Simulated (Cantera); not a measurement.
A closed system holds: 1 mol Ti, 0.14 mol C₃H₈, equilibrated at 727 °C and 0.470 bar.

Method: chemical equilibrium by Gibbs-energy minimisation in Cantera with the NASA 1993 tables (ideal gas, pure condensed phases). Candidate condensed phases: C, C₆H₆, C₇H₈, C₈H₁₈, Ti, TiC; 77 gas species. TiC: taken at fixed stoichiometry. Condensed phases not in the tables: N, O or C dissolved in the metal. Rates play no part.

Base state: H₂ 1.00 (mole fractions); condensed: Ti(α) + TiC(s).

What changes in the equilibrium state with this change: C₃H₈ from 0.14 to 0.34 mol?


| species | before | after |
|---|---|---|
| H₂ | 1.00 | 0.985 |
| CH₄ | <1e-9 | 0.0149 |
| Ti(α), mol | 0.580 | 0 |
| TiC(s), mol | 0.420 | 1.00 |
